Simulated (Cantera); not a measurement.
A closed system holds: 1 mol PbO, 19 mol H2, held at 0.000260 bar.

These are equilibrium values from Cantera (NASA tables, ideal gas, pure condensed phases), not measurements of a reactor. Candidate condensed phases: H2O, Pb, PbO, PbO2, Pb3O4; 12 gas species. Rates play no part.

x: gas mole fraction; n: condensed amount in mol.

```json
[
 {"T (°C)": "527", "x H2": "0.947", "x H2O": "0.0526", "x Pb": "0.000236", "x H": "[?]", "n Pb(l)": "0.996"},
 {"T (°C)": "577", "x H2": "0.946", "x H2O": "0.0526", "x Pb": "0.00122", "x H": "[?]", "n Pb(l)": "0.977"},
 {"T (°C)": "627", "x H2": "0.942", "x H2O": "0.0524", "x Pb": "0.00526", "x H": "[?]", "n Pb(l)": "0.899"},
 {"T (°C)": "677", "x H2": "0.929", "x H2O": "0.0516", "x Pb": "0.0194", "x H": "[?]", "n Pb(l)": "0.625"},
 {"T (°C)": "727", "x H2": "0.900", "x H2O": "0.0500", "x Pb": "0.0500", "x H": "[?]", "n Pb(l)": "0"},
 {"T (°C)": "777", "x H2": "0.900", "x H2O": "0.0500", "x Pb": "0.0500", "x H": "[?]", "n Pb(l)": "0"},
 {"T (°C)": "827", "x H2": "0.900", "x H2O": "0.0500", "x Pb": "0.0500", "x H": "[?]", "n Pb(l)": "0"},
 {"T (°C)": "877", "x H2": "0.900", "x H2O": "0.0500", "x Pb": "0.0500", "x H": "[?]", "n Pb(l)": "0"},
 {"T (°C)": "927", "x H2": "0.900", "x H2O": "0.0500", "x Pb": "0.0500", "x H": "[?]", "n Pb(l)": "0"},
 {"T (°C)": "977", "x H2": "0.900", "x H2O": "0.0500", "x Pb": "0.0500", "x H": "[?]", "n Pb(l)": "0"},
 {"T (°C)": "1027", "x H2": "0.900", "x H2O": "0.0500", "x Pb": "0.0500", "x H": "[?]", "n Pb(l)": "0"},
 {"T (°C)": "1077", "x H2": "0.900", "x H2O": "0.0500", "x Pb": "0.0500", "x H": "[?]", "n Pb(l)": "0"},
 {"T (°C)": "1127", "x H2": "0.900", "x H2O": "0.0500", "x Pb": "0.0500", "x H": "[?]", "n Pb(l)": "0"}
]
```

Question: What belongs in the gaps?

Answer: 
- 527, x H: 1.75e-10
- 577, x H: 1.24e-9
- 627, x H: 7.04e-9
- 677, x H: 3.33e-8
- 727, x H: 1.34e-7
- 777, x H: 4.77e-7
- 827, x H: 1.52e-6
- 877, x H: 4.39e-6
- 927, x H: 1.16e-5
- 977, x H: 2.84e-5
- 1027, x H: 6.51e-5
- 1077, x H: 0.000140
- 1127, x H: 0.000286
